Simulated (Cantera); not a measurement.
Input: 1 mol FeS2, 1.6 mol H2, 0.49 mol N2, at 1100 K and 0.0890 bar.

Method: chemical equilibrium by Gibbs-energy minimisation in Cantera with the NASA 1993 tables (ideal gas, pure condensed phases). Candidate condensed phases: Fe, FeS, FeS2, S; 16 gas species. FeS: taken at fixed stoichiometry. Gases not in the tables: S3 to S7. Rates play no part.

Base state: H2S 0.454, H2 0.304, N2 0.232, S2 0.00975, SH 0.000101 (mole fractions); condensed: FeS(s).

Task: What changes in the equilibrium state with this change: H2 from 1.6 to 3.2 mol?

Result: 
| species | before | after |
|---|---|---|
| H2 | 0.304 | 0.597 |
| H2S | 0.454 | 0.269 |
| N2 | 0.232 | 0.133 |
| S2 | 0.00975 | 0.000884 |
| SH | 0.000101 | 4.26e-5 |
| FeS(s), mol | 1.00 | 1.00 |
